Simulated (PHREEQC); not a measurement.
# Nickel, zinc or cadmium bath

Dissolve 0.023 mol ZnCl2 and 0.00062 mol H3BO3 per kg of water at 25 °C. Closed to the air; pH follows from the charge balance.

Model: ion-association model, phreeqc.dat, run in PHREEQC.

```
Quantity                       Value
--------------------  --------------
pH                              5.35
ionic strength        0.0667 mol/kgw
specific conductance      4640 µS/cm
density                  1.000 g/cm³
```

| species | molality | activity | log γ |
|---|---|---|---|
| Cl- | 0.0448 | 0.0356 | -0.100 |
| Zn+2 | 0.0218 | 0.00932 | -0.370 |
| ZnCl+ | 0.00112 | 0.000894 | -0.098 |
| H3BO3 | 0.000620 | 0.000629 | 0.007 |
| ZnCl2 | 3.28e-5 | 3.33e-5 | 0.007 |
| H+ | 5.34e-6 | 4.50e-6 | -0.075 |
| ZnOH+ | 2.82e-6 | 2.27e-6 | -0.094 |
| ZnOHCl | 2.40e-6 | 2.44e-6 | 0.007 |
| ZnCl3- | 1.67e-6 | 1.33e-6 | -0.098 |
| H2BO3- | 1.00e-7 | 8.06e-8 | -0.094 |
| ZnCl4-2 | 5.58e-8 | 2.38e-8 | -0.370 |
| Zn(OH)2 | 5.70e-9 | 5.79e-9 | 0.007 |
| OH- | 2.84e-9 | 2.25e-9 | -0.102 |

This is a speciation only: nothing precipitates in the calculation. Complexes and solids missing from the database can't appear.
